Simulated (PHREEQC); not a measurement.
Dissolve 0.0083 mol CuCl2, 0.039 mol HBF4 and 0.51 mol Na2SO4 per kg of water at 25 °C. Closed to the air; pH follows from the charge balance.

Model: ion-association model, phreeqc.dat, run in PHREEQC.

Each row changes one thing in this solution. Precipitation was switched off in this run.

| case | pH | ionic strength (mol/kgw) | BF4- (mol/kgw) | HF (mol/kgw) | Cu+2 (mol/kgw) | BF3OH- (mol/kgw) |
|---|---|---|---|---|---|---|
| as made | 2.20 | 1.13 | 0.0357 | 0.00564 | 0.00360 | 0.00176 |
| Na2SO4 from 0.51 to 0.765 mol/kgw | 2.21 | 1.58 | 0.0358 | 0.00510 | 0.00368 | 0.00174 |
| Na2SO4 left out | 1.50 | 0.0617 | 0.0354 | 0.0100 | 0.00812 | 0.00128 |
| CuCl2 from 0.0083 to 0.0166 mol/kgw | 2.20 | 1.14 | 0.0357 | 0.00564 | 0.00725 | 0.00175 |
| Na2SO4 from 0.51 to 0.459 mol/kgw | 2.19 | 1.03 | 0.0357 | 0.00578 | 0.00360 | 0.00176 |
| diluted 5-fold with water | 2.66 | 0.267 | 0.00591 | 0.00358 | 0.000764 | 0.000570 |

The ionic strength passes 0.7 mol/kgw, the rough limit of the ion-association models, in as made; Na2SO4 from 0.51 to 0.765 mol/kgw; CuCl2 from 0.0083 to 0.0166 mol/kgw; Na2SO4 from 0.51 to 0.459 mol/kgw. Real BF4- forms and hydrolyses slowly; the run takes it at equilibrium.
